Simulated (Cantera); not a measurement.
## Ignition delay

Mixture: 10.3 % CH4, 18.7 % O2, 70.2 % N2, 0.893 % CO2, equivalence ratio 1.1, at 1.01 bar, adiabatic and at constant volume. Ignition delay is the time to a rise of 400 K.

Model: GRI-Mech 3.0 (53 species, 325 reactions), integrated in Cantera.

```
T0 (K)  delay (ms)
------  ----------
1225          32.4
1325          8.54
1425          2.58
1525         0.901
1625         0.367
1725         0.172
1825        0.0899
1925        0.0511
```

The apparent activation energy between 1725 and 1925 K is 170 kJ/mol.
